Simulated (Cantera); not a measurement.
An adiabatic, constant-volume homogeneous reactor starts with C3H8 : O2 : N2 : H2O = 1 : 2.17 : 8.17 : 0.67 (molar parts), equivalence ratio 2.3, at 1173 K and 3.10 bar. Integrator tolerance rtol = 1e-08.

Cantera simulation using GRI-Mech 3.0 (53 species, 325 reactions); the numbers are that mechanism's predictions, not measurements. GRI-Mech 3.0 was tuned for natural gas; its chemistry of propane as a main component is partial and can be far from experiment.

What does this change do: pressure from 3.10 bar to 0.290 bar?


| quantity | before | after |
|---|---|---|
| time of steepest temperature rise | 6.38 ms | 20.2 ms |
| temperature at 2.00 s | 2438 K | 2398 K |
| equilibrium temperature | 2438 K | 2398 K |
| x(C3H8) at 2.00 s | <1e-12 (gas-phase equilibrium <1e-12) | <1e-12 (gas-phase equilibrium <1e-12) |
| x(O2) at 2.00 s | 8.03e-7 (gas-phase equilibrium 8.03e-7) | 5.76e-6 (gas-phase equilibrium 5.76e-6) |
| x(H2O) at 2.00 s | 0.109 (gas-phase equilibrium 0.109) | 0.108 (gas-phase equilibrium 0.108) |
| x(CH4) at 2.00 s | 2.93e-9 (gas-phase equilibrium 3.29e-9) | 2.89e-11 (gas-phase equilibrium 3.24e-11) |
| x(HO2) at 2.00 s | 1.87e-9 (gas-phase equilibrium 1.87e-9) | 4.02e-9 (gas-phase equilibrium 4.02e-9) |
| x(C2H6) at 2.00 s | <1e-12 (gas-phase equilibrium <1e-12) | <1e-12 (gas-phase equilibrium <1e-12) |
| x(O) at 2.00 s | 3.26e-6 (gas-phase equilibrium 3.26e-6) | 2.33e-5 (gas-phase equilibrium 2.33e-5) |

What does this change do: 0.52 parts H2 added?


```tsv
quantity	before	after
time of steepest temperature rise	6.38 ms	3.72 ms
temperature at 2.00 s	2438 K	2405 K
equilibrium temperature	2438 K	2405 K
x(C3H8) at 2.00 s	<1e-12 (gas-phase equilibrium <1e-12)	<1e-12 (gas-phase equilibrium <1e-12)
x(O2) at 2.00 s	8.03e-7 (gas-phase equilibrium 8.03e-7)	4.43e-7 (gas-phase equilibrium 4.43e-7)
x(H2O) at 2.00 s	0.109 (gas-phase equilibrium 0.109)	0.108 (gas-phase equilibrium 0.108)
x(CH4) at 2.00 s	2.93e-9 (gas-phase equilibrium 3.29e-9)	4.64e-9 (gas-phase equilibrium 5.23e-9)
x(HO2) at 2.00 s	1.87e-9 (gas-phase equilibrium 1.87e-9)	1.08e-9 (gas-phase equilibrium 1.08e-9)
x(C2H6) at 2.00 s	<1e-12 (gas-phase equilibrium <1e-12)	<1e-12 (gas-phase equilibrium <1e-12)
x(O) at 2.00 s	3.26e-6 (gas-phase equilibrium 3.26e-6)	2.06e-6 (gas-phase equilibrium 2.06e-6)
```
